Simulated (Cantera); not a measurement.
## Reactions in the system Cu-F-O

Cantera with NASA thermochemical tables; ideal gases at 1 bar, condensed phases pure. Values are per mole of reaction as written; species without (g) are pure solids or liquids, kept so even where they would boil at 1 bar.

4 F2(g) + 2 Cu2O → O2(g) + 4 CuF2

```
T (K)  ΔH° (kJ)  ΔS° (J/K)  ΔG° (kJ)  log10 K
-----  --------  ---------  --------  -------
1825    -1594.7     -229.5   -1175.9    33.65
1900    -1588.4     -226.1   -1158.8    31.86
1975    -1582.1     -222.9   -1142.0    30.20
2050    -1575.8     -219.7   -1125.3    28.67
2125    -1569.5     -216.7   -1109.0    27.26
2200    -1563.1     -213.8   -1092.8    25.95
2275    -1556.8     -210.9   -1076.9    24.73
2350    -1550.4     -208.2   -1061.2    23.59
```
